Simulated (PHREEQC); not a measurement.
Dissolve 0.016 mol HF, 0.00022 mol ZnSO4, 0.24 mol KCl and 0.0099 mol CO2 per kg of water at 20 °C. Closed to the air; pH follows from the charge balance.

The numbers come from PHREEQC with the ion-association model, wateq4f.dat.

**Question.** The ionic strength comes out as 0.245 mol/kgw. What activity coefficients do KSO4-, HF2-, ZnF+, SO4-2, F- get?

**Answer.** KSO4- 0.74, HF2- 0.69, ZnF+ 0.74, SO4-2 0.27, F- 0.69.

This is a speciation only: nothing precipitates in the calculation. Complexes and solids missing from the database can't appear.
